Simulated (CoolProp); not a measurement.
Vapour-liquid equilibrium of isohexane (1) + n-heptane (2) at 124.75 °C; x and y are mole fractions of (1).

The numbers come from the multi-fluid Helmholtz-energy mixture model, Lemmon 2006 and Span 2003; pair parameters Bell 2016 in CoolProp.

Q: Give the bubble pressure and the first vapour's composition at x = 0.275, 0.575, 0.8. Is there an azeotrope?

A: x = 0.275: 0.2949 MPa, y = 0.469; x = 0.575: 0.3936 MPa, y = 0.756; x = 0.8: 0.4717 MPa, y = 0.901. No azeotrope shows between x = 0.05 and 0.95.

The pair parameters rest on a limited set of measurements; away from them the model extrapolates.
